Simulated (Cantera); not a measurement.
Mixture: CH₄ : C₂H₆ : O₂ : N₂ : CO₂ = 1 : 0.046 : 3.79 : 21.2 : 0.54 (molar parts), at 5.00 bar, adiabatic and at constant volume. Ignition delay is the time to a rise of 400 K.

Cantera simulation using GRI-Mech 3.0 (53 species, 325 reactions); the numbers are that mechanism's predictions, not measurements.

Task: At T0 = 1525 K, what is the delay, and which 7 reactions control it most (d ln τ / d ln k, from doubling and halving each rate constant)?

Result: The delay is 0.134 ms.
```csv
reaction,d ln τ / d ln k,faster rate
H + O2 <=> O + OH,-0.54,shortens it
CH4 + H <=> CH3 + H2,0.34,lengthens it
CH3 + O2 <=> CH3O + O,-0.33,shortens it
CH3 + HO2 <=> CH3O + OH,-0.33,shortens it
CH4 + OH <=> CH3 + H2O,0.28,lengthens it
2 CH3 (+M) <=> C2H6 (+M),0.22,lengthens it
CH3 + O2 <=> CH2O + OH,-0.14,shortens it
```
